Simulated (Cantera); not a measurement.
Cantera run:

```python
import numpy as np
import cantera as ct

gas_names = """
    C CO CO2 C2 C2O C3 C3O2 C4 C5 Fe FeC5O5 FeO O O2 O3
""".split()
cond_names = """
    C(gr) Fe(a) Fe(c) Fe(d) Fe(L) FeC5O5(L) FeO(s) FeO(L) Fe2O3(s) Fe3O4(s)
""".split()


# ... load() reads the species with a 1 bar reference pressure and builds the phases ...
atoms = {
    'Fe2O3': {'Fe': 2, 'O': 3},
    'C': {'C': 1},
    'CO': {'C': 1, 'O': 1},
}
top_T = {'C(gr)': 4500, 'Fe2O3(s)': 1830, 'Fe3O4(s)': 1870}  # K; cautious upper limits of use, not melting points


# ... equilibrate(T, P, feed) seeds the gas with the atoms and calls Mixture.equilibrate('TP', solver="vcs", rtol=1e-11, max_steps=5000) ...
results = []
feed = {'Fe2O3': 1, 'C': 0.47, 'CO': 2.4}  # mol
T = 1098  # K
P = 133.322  # Pa
mix = equilibrate(T, P, feed)
results.append((T, P, feed, dict(zip(mix.species_names, mix.species_moles))))
print(gas.report(threshold=0.0001))
for i in range(1, mix.n_phases):
    print(f"{mix.phase(i).name:16s} {mix.phase_moles(i):12.5e} mol")
```

Result:

```
       temperature   1098 K
          pressure   133.32 Pa
           density   0.0004522 kg/m^3
  mean mol. weight   30.965 kg/kmol
   phase of matter   gas

                          1 kg             1 kmol
                     ---------------   ---------------
          enthalpy       -4.3687e+06       -1.3527e+08  J
   internal energy       -4.6635e+06        -1.444e+08  J
           entropy            9800.7        3.0347e+05  J/K
    Gibbs function        -1.513e+07       -4.6849e+08  J
 heat capacity c_p              1215             37621  J/K
 heat capacity c_v            946.46             29307  J/K

                      mass frac. Y      mole frac. X     chem. pot. / RT
                     ---------------   ---------------   ---------------
                CO           0.73754           0.81533           -44.782
               CO2           0.26246           0.18467           -80.171
     [  +13 minor]        1.5546e-09        8.6197e-10

C(gr)             0.00000e+00 mol
Fe(a)             0.00000e+00 mol
FeC5O5(L)         0.00000e+00 mol
FeO(s)            2.00000e+00 mol
Fe2O3(s)          0.00000e+00 mol
Fe3O4(s)          0.00000e+00 mol
```

Method: chemical equilibrium by Gibbs-energy minimisation in Cantera with the NASA 1993 tables (ideal gas, pure condensed phases). The tables' stoichiometric FeO is somewhat more stable than real wüstite, so its field is too wide. FeO: taken at fixed stoichiometry.
